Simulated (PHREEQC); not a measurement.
A solution holds 0.22 mol H2SO4, 0.024 mol ZnSO4 and 0.061 mol Na2SO4 per kg of water, at 20 °C. Closed to the air; pH follows from the charge balance.

All values are PHREEQC results (ion-association model, phreeqc.dat), not measurements.

```tsv
quantity	before	after
pH	0.79	0.72
ionic strength (mol/kgw)	0.422	0.325
HSO4- (mol/kgw)	0.231	0.198
SO4-2 (mol/kgw)	0.0539	0.0357
```

Task: Name the change that produced these shifts.
A) Na2SO4 left out
B) ZnSO4 left out
C) temperature from 20 to 55 °C
D) temperature from 20 to 15 °C

Result: A, Na2SO4 left out

Precipitation was switched off in this run.
